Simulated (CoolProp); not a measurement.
A single-stage vapour-compression cycle with sulfur dioxide: evaporating at 313.15 K (dew point), condensing at 371.15 K (bubble point), superheat 0 K, subcooling 5 K, compressor efficiency 0.9, no pressure losses. Each further row changes one setting.

Model: reference Helmholtz-energy equation of state, Gao 2016, in CoolProp.

```csv
case,cooling COP,pressure ratio,discharge temperature (K),refrigerating effect (kJ/kg),volumetric capacity (kJ/m³)
as stated,3.87,4.23,431.4,261,4470
evaporating temperature 318.15 K,4.38,3.65,424.6,262,5180
condensing temperature 366.15 K,4.35,3.81,421.6,269,4600
subcooling 10 K,3.99,4.23,431.4,269,4600
superheat 10 K,3.82,4.23,444.1,269,4400
compressor efficiency 0.8,3.44,4.23,441.2,261,4470
```
